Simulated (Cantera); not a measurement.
## Premixed flame

A freely propagating, adiabatic, planar premixed flame of 49.2 % H₂, 10.7 % O₂, 40.2 % N₂, equivalence ratio 2.3, unburnt at 423 K and 97.5 Torr; mixture-averaged transport, grid criteria slope 0.08 and curve 0.16, no radiation.

Detailed kinetics in Cantera: the H2/O2 subset of GRI-Mech 3.0, which has no nitrogen chemistry. Burning velocities carry a grid error of a few per cent, more on coarse grids.

```tsv
z (mm)	T (K)	u (m/s)	x H₂	x O₂	x H₂O₂	x HO₂	x H₂O	x OH
-17.6	423	3.78	0.492	0.107	<1e-8	<1e-8	<1e-8	<1e-8
-11.7	423	3.78	0.492	0.107	<1e-8	<1e-8	<1e-8	<1e-8
-8.81	423	3.78	0.492	0.107	<1e-8	<1e-8	<1e-8	<1e-8
-5.87	423	3.78	0.492	0.107	<1e-8	6.34e-8	<1e-8	<1e-8
-2.94	436	3.89	0.490	0.107	2.99e-6	7.84e-5	0.000566	4.48e-5
-1.47	638	5.58	0.461	0.101	3.86e-6	3.65e-5	0.0169	0.000317
0	1026	8.74	0.343	0.0619	1.40e-7	1.15e-5	0.103	0.00108
1.47	1263	10.7	0.248	0.00752	7.17e-8	1.34e-6	0.208	0.00160
2.94	1348	11.4	0.242	0.000700	5.18e-8	1.16e-7	0.223	0.00163
5.87	1440	12.1	0.249	0.000286	5.44e-8	4.34e-8	0.224	0.00197
11.7	1546	12.9	0.260	0.000242	4.88e-8	3.36e-8	0.226	0.00231
23.5	1658	13.7	0.270	0.000180	3.45e-8	2.42e-8	0.228	0.00247
47.0	1765	14.4	0.280	0.000115	2.00e-8	1.59e-8	0.230	0.00237
```
x: mole fraction of selected species; z is measured from the peak of heat release.

```json
{
 "laminar_burning_velocity": "378 cm/s",
 "thermal_thickness": "5.87 mm",
 "peak x(H₂O₂)": "6.99e-6",
 "peak x(HO₂)": "8.08e-5",
 "peak x(OH)": "0.00247",
 "grid_points": "151"
}
```
